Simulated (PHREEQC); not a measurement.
Make-up at 71 °C and 50 atm: 0.011 mol/kgw NaHCO3 and 0.18 mol/kgw KOH. Closed to the air; pH follows from the charge balance.

Model: ion-association model, phreeqc.dat, run in PHREEQC.

Precipitation was switched off in this run.

Task: Estimate the pH, specific conductance, ionic strength.

Result: pH 11.82; specific conductance 83000 µS/cm; ionic strength 0.197 mol/kgw.

Task: In which forms is Na present?

Result: Na+ 76 %, NaCO3- 24 % of the Na.

Species that the database lacks are ignored. Under pressure, the constants of complexes without a molar volume in the database are unreliable. At this temperature some constants are extrapolated from 25 °C, and those without enthalpy data are left unchanged.
